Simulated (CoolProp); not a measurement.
Vapour-liquid equilibrium of ethanol (1) + dimethyl carbonate (2) at 6.36 bar; x and y are mole fractions of (1).

Computed with CoolProp (multi-fluid Helmholtz-energy mixture model, Schroeder 2014 and Zhou 2011; pair parameters Bell 2016).

```json
[
 {"x": "0.05", "bubble temperature, mixture model (°C)": "154.8", "bubble temperature, Raoult's law (°C)": "158.7", "y, mixture model": "0.153", "y, Raoult's law": "0.096"},
 {"x": "0.2", "bubble temperature, mixture model (°C)": "143.6", "bubble temperature, Raoult's law (°C)": "152.8", "y, mixture model": "0.415", "y, Raoult's law": "0.331"},
 {"x": "0.35", "bubble temperature, mixture model (°C)": "138.0", "bubble temperature, Raoult's law (°C)": "147.9", "y, mixture model": "0.551", "y, Raoult's law": "0.512"},
 {"x": "0.5", "bubble temperature, mixture model (°C)": "134.9", "bubble temperature, Raoult's law (°C)": "143.8", "y, mixture model": "0.642", "y, Raoult's law": "0.658"},
 {"x": "0.65", "bubble temperature, mixture model (°C)": "133.3", "bubble temperature, Raoult's law (°C)": "140.3", "y, mixture model": "0.720", "y, Raoult's law": "0.780"},
 {"x": "0.8", "bubble temperature, mixture model (°C)": "132.5", "bubble temperature, Raoult's law (°C)": "137.2", "y, mixture model": "0.808", "y, Raoult's law": "0.883"},
 {"x": "0.95", "bubble temperature, mixture model (°C)": "133.0", "bubble temperature, Raoult's law (°C)": "134.5", "y, mixture model": "0.938", "y, Raoult's law": "0.973"}
]
```

The largest gap from Raoult's law is -9.9 K in bubble temperature, at x = 0.35. y crosses x between x = 0.8 and 0.95: the model has an azeotrope there.

The pair parameters rest on a limited set of measurements; away from them the model extrapolates.
